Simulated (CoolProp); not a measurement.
Computed with CoolProp (reference Helmholtz-energy equation of state, Thol 2019).

For tetradecamethylhexasiloxane (MD4M), give the phase and the density (kg/m³), speed of sound (m/s) at 508.7 K and 1.27 MPa; 508.7 K and 3.51 MPa.


- 508.7 K and 1.27 MPa: liquid; density 676, speed of sound 425
- 508.7 K and 3.51 MPa: liquid; density 689, speed of sound 467
